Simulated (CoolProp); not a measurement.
Vapour-liquid equilibrium of R125 (1) + dimethyl ether (2) at 194.1 K; x and y are mole fractions of (1).

Model: multi-fluid Helmholtz-energy mixture model, Lemmon 2005 and Wu 2011; pair parameters Bell 2016, in CoolProp.

```tsv
x	bubble pressure, mixture model (MPa)	bubble pressure, Raoult's law (MPa)	y, mixture model	y, Raoult's law
0.05	0.004476	0.004948	0.080	0.167
0.125	0.004728	0.005862	0.203	0.353
0.2	0.005052	0.006777	0.328	0.488
0.275	0.005472	0.007692	0.451	0.591
0.35	0.006014	0.008607	0.569	0.672
0.425	0.006707	0.009522	0.676	0.738
0.5	0.007571	0.01044	0.768	0.792
0.575	0.008623	0.01135	0.842	0.838
0.65	0.009858	0.01227	0.899	0.876
0.725	0.01125	0.01318	0.940	0.909
0.8	0.01275	0.01410	0.968	0.938
0.875	0.01427	0.01501	0.985	0.964
0.95	0.01569	0.01593	0.996	0.986
```

The largest gap from Raoult's law is -30.1 % in bubble pressure, at x = 0.35. No azeotrope shows between x = 0.05 and 0.95.

The pair parameters rest on a limited set of measurements; away from them the model extrapolates.
